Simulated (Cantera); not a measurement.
An adiabatic, constant-volume homogeneous reactor starts with CH4 : O2 : N2 = 1 : 3.28 : 12.3 (molar parts), at 1123 K and 1650 Torr. Integrator tolerance rtol = 1e-08.

Computed with Cantera and GRI-Mech 3.0 (53 species, 325 reactions).

### Question
What does this change do: constant pressure in place of constant volume?

### Answer
```csv
quantity,before,after
time of steepest temperature rise,50.6 ms,52.2 ms
temperature at 3.00 s,2547 K,2311 K
equilibrium temperature,2547 K,2311 K
x(CH4) at 3.00 s,<1e-12 (gas-phase equilibrium <1e-12),<1e-12 (gas-phase equilibrium <1e-12)
x(O2) at 3.00 s,0.0695 (gas-phase equilibrium 0.0695),0.0719 (gas-phase equilibrium 0.0719)
x(HO2) at 3.00 s,1.12e-5 (gas-phase equilibrium 1.12e-5),4.95e-6 (gas-phase equilibrium 4.95e-6)
x(OH) at 3.00 s,0.00905 (gas-phase equilibrium 0.00905),0.00519 (gas-phase equilibrium 0.00519)
x(CO2) at 3.00 s,0.0555 (gas-phase equilibrium 0.0555),0.0583 (gas-phase equilibrium 0.0583)
x(CO) at 3.00 s,0.00445 (gas-phase equilibrium 0.00445),0.00183 (gas-phase equilibrium 0.00183)
x(N2O) at 3.00 s,1.66e-6 (gas-phase equilibrium 1.66e-6),7.24e-7 (gas-phase equilibrium 7.24e-7)
```

### Question
What does this change do: pressure from 1650 Torr to 750 Torr?

### Answer
| quantity | before | after |
|---|---|---|
| time of steepest temperature rise | 50.6 ms | 0.108 s |
| temperature at 3.00 s | 2547 K | 2522 K |
| equilibrium temperature | 2547 K | 2522 K |
| x(CH4) at 3.00 s | <1e-12 (gas-phase equilibrium <1e-12) | <1e-12 (gas-phase equilibrium <1e-12) |
| x(O2) at 3.00 s | 0.0695 (gas-phase equilibrium 0.0695) | 0.0699 (gas-phase equilibrium 0.0699) |
| x(HO2) at 3.00 s | 1.12e-5 (gas-phase equilibrium 1.12e-5) | 8.61e-6 (gas-phase equilibrium 8.61e-6) |
| x(OH) at 3.00 s | 0.00905 (gas-phase equilibrium 0.00905) | 0.0102 (gas-phase equilibrium 0.0102) |
| x(CO2) at 3.00 s | 0.0555 (gas-phase equilibrium 0.0555) | 0.0542 (gas-phase equilibrium 0.0542) |
| x(CO) at 3.00 s | 0.00445 (gas-phase equilibrium 0.00445) | 0.00566 (gas-phase equilibrium 0.00566) |
| x(N2O) at 3.00 s | 1.66e-6 (gas-phase equilibrium 1.66e-6) | 1.07e-6 (gas-phase equilibrium 1.07e-6) |
